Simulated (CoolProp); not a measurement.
A closed Brayton cycle with nitrogen: compressor inlet 327.15 K and 5.1 MPa, high pressure 12.1 MPa, turbine inlet 695 K, compressor efficiency 0.85, turbine efficiency 0.93, recuperator effectiveness 0.9 (on enthalpy, no pinch check). Each further row changes one setting.

Model: reference Helmholtz-energy equation of state, Span 2000, in CoolProp.

```csv
case,thermal efficiency (%),net work (kJ/kg),compressor to turbine work,compressor exit (K),turbine exit (K)
as stated,22.2,37.7,0.75,436.1,557.6
turbine inlet 645 K,17.3,26.6,?,436.1,516.3
compressor inlet 337.15 K,20.3,?,?,449.3,557.6
high pressure 10.3 MPa,24.0,35.6,0.72,?,581.1
recuperator effectiveness 0.5,17.0,37.7,0.75,436.1,557.6
```

Question: Some entries are withheld; supply them.

Answer: 
- turbine inlet 645 K, compressor to turbine work: 0.81
- compressor inlet 337.15 K, net work (kJ/kg): 34.0
- compressor inlet 337.15 K, compressor to turbine work: 0.78
- high pressure 10.3 MPa, compressor exit (K): 413.7
